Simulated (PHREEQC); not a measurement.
# Ultrapure water in contact with air or piping

A made-up water analysis in mg/L, 25 °C, pH 6.13, pe 2.3: Na 0.0748; K 0.00301; Ca 0.714; Mg 0.063; Cl 0.692; S(6) as SO4 0.143; Alkalinity as HCO3 1.25; B 0.00604; Br 0.075; Li 0.016.

Valence states are taken as typed.

The numbers come from PHREEQC with the ion-association model, phreeqc.dat.

Precipitation was switched off in this run.

Task: Estimate the charge-balance error.

Result: charge-balance error 2.8 %.

Task: In which forms is C present?

Result: CO2 62 %, HCO3- 38 % of the C.
